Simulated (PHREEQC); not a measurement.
0.016 g of hydrous ferric oxide (600 m²/g; 0.2 weak and 0.005 strong sites per Fe, Dzombak-Morel constants, diffuse double layer) in 1 kg of water with 0.05 mol/kgw of an inert sodium salt and 0.00011 mol ZnSO4, at 25 °C; the pH is set by adding NaOH or the inert anion's acid. O2 is buffered at 0.21 atm. The system is closed to CO2. Nothing may precipitate in this run.

Equilibrium calculation in PHREEQC: ion-association model, wateq4f.dat.

```json
[
 {"pH": "3", "S sorbed (%)": "11.7", "Zn sorbed (%)": "0.0", "surface charge σ (C/m²)": "0.109", "surface potential ψ (mV)": "109"},
 {"pH": "4", "S sorbed (%)": "11.3", "Zn sorbed (%)": "0.0", "surface charge σ (C/m²)": "0.104", "surface potential ψ (mV)": "107"},
 {"pH": "5", "S sorbed (%)": "8.7", "Zn sorbed (%)": "0.1", "surface charge σ (C/m²)": "0.090", "surface potential ψ (mV)": "[?]"},
 {"pH": "6", "S sorbed (%)": "3.9", "Zn sorbed (%)": "1.1", "surface charge σ (C/m²)": "0.064", "surface potential ψ (mV)": "84"},
 {"pH": "7", "S sorbed (%)": "1.2", "Zn sorbed (%)": "7.3", "surface charge σ (C/m²)": "0.047", "surface potential ψ (mV)": "[?]"},
 {"pH": "8", "S sorbed (%)": "[?]", "Zn sorbed (%)": "16.1", "surface charge σ (C/m²)": "0.049", "surface potential ψ (mV)": "71"},
 {"pH": "9", "S sorbed (%)": "0.0", "Zn sorbed (%)": "17.1", "surface charge σ (C/m²)": "0.029", "surface potential ψ (mV)": "49"},
 {"pH": "10", "S sorbed (%)": "0.0", "Zn sorbed (%)": "15.8", "surface charge σ (C/m²)": "-0.003", "surface potential ψ (mV)": "-5"},
 {"pH": "11", "S sorbed (%)": "0.0", "Zn sorbed (%)": "13.9", "surface charge σ (C/m²)": "-0.043", "surface potential ψ (mV)": "-65"}
]
```

### Question
Some entries are withheld; supply them.

### Answer

- 5, surface potential ψ (mV): 100
- 7, surface potential ψ (mV): 69
- 8, S sorbed (%): 0.4

Along this series the solution becomes supersaturated in solids that the run did not let form, among them Zincite(c), Zn4(OH)6SO4. The oxide is taken as insoluble; below pH 4 it would dissolve.
